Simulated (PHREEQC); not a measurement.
Solution (35 °C): 0.23 mol/kgw K2SO4 and 0.13 mol/kgw KBr. Closed to the air; pH follows from the charge balance.

Model: Pitzer model, pitzer.dat, run in PHREEQC.

Task: The ionic strength comes out as 0.820 mol/kgw. What activity coefficients do Br-, SO4-2, K+ get?

Result: Br- 0.62, SO4-2 0.11, K+ 0.54. Single-ion values are on the MacInnes scale.

Precipitation was switched off in this run.
